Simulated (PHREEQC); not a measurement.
Consider water at 25 °C with 0.0072 mol/kgw Na2CO3, 0.00063 mol/kgw K2SO4 and 0.0034 mol/kgw NaCl. Closed to the air; pH follows from the charge balance.

The numbers come from PHREEQC with the Pitzer model, pitzer.dat.

**Question.** The ionic strength comes out as 0.0259 mol/kgw. What activity coefficients do SO4-2, Cl-, OH-, K+, Na+ get?

**Answer.** SO4-2 0.53, Cl- 0.86, OH- 0.86, K+ 0.85, Na+ 0.86. Single-ion values are on the MacInnes scale.

Precipitation was switched off in this run.
